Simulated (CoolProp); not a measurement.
Vapour-liquid equilibrium of isohexane (1) + n-hexane (2) at 280.5 K; x and y are mole fractions of (1).

Computed with CoolProp (multi-fluid Helmholtz-energy mixture model, Lemmon 2006 and Thol 2019; pair parameters Bell 2016).

| x | bubble pressure, mixture model (MPa) | bubble pressure, Raoult's law (MPa) | y, mixture model | y, Raoult's law |
|---|---|---|---|---|
| 0.05 | 0.009066 | 0.009045 | … | 0.071 |
| 0.2 | 0.009725 | 0.009650 | 0.271 | 0.267 |
| 0.35 | 0.01037 | 0.01025 | … | 0.439 |
| 0.5 | 0.01099 | 0.01086 | 0.593 | 0.593 |
| 0.65 | … | 0.01146 | 0.727 | 0.730 |
| 0.8 | 0.01215 | 0.01207 | … | 0.853 |
| 0.95 | … | 0.01268 | 0.963 | 0.965 |

### Question
Fill in the missing entries.

### Answer

- 0.05, y, mixture model: 0.073
- 0.35, y, mixture model: 0.443
- 0.65, bubble pressure, mixture model (MPa): 0.01158
- 0.8, y, mixture model: 0.850
- 0.95, bubble pressure, mixture model (MPa): 0.01270

The largest gap from Raoult's law is +1.2 % in bubble pressure, at x = 0.5. No azeotrope shows between x = 0.05 and 0.95.

The pair parameters rest on a limited set of measurements; away from them the model extrapolates.
